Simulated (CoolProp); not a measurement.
R236FA at 298.15 K and 0.068 MPa is throttled through a valve to 0.0281 MPa with no heat exchange. Each further row changes one setting.

Values from CoolProp's reference Helmholtz-energy equation of state, Pan 2012.

| case | temperature change (K) | final density (kg/m³) |
|---|---|---|
| as stated | … | 1.74 |
| outlet pressure 0.00843 MPa | -1.4 | … |
| outlet pressure 0.0365 MPa | … | 2.27 |

Question: What belongs in the gaps?

Answer: 
- as stated, temperature change (K): -0.9
- outlet pressure 0.00843 MPa, final density (kg/m³): 0.521
- outlet pressure 0.0365 MPa, temperature change (K): -0.7
